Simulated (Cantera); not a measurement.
Charge: 1 mol Al, 2.1 mol I2, 14 mol N2, held at 0.0750 Torr.

These are equilibrium values from Cantera (NASA tables, ideal gas, pure condensed phases), not measurements of a reactor. Candidate condensed phases: Al, AlI3, AlN, I2; 10 gas species. Equilibrium is a limit: real reactors are often held back by kinetics, nucleation or transport.

At 1398 K, list the 3 most abundant gas species with their mole fractions, and the condensed phases.

N2 0.764, I 0.224, AlI 0.0117. Condensed: AlN(s).
